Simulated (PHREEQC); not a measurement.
Consider water at 25 °C with 0.27 mol/kgw HF and 0.00053 mol/kgw H2SiF6. It is in equilibrium with CO2 at log p = -3.5 (atm). Otherwise closed; pH follows from the charge balance.

Equilibrium calculation in PHREEQC: ion-association model, phreeqc.dat.

No solid was allowed to form.

### Question
Predict the pH, ionic strength.

### Answer
pH 1.74; ionic strength 0.0212 mol/kgw.

### Question
In which forms is F present?

### Answer
HF 88 %, HF2- 6.9 %, F- 3.7 %, SiF6-2 1.2 % of the F.

SiF6-2 is the database's only silicon fluoride.
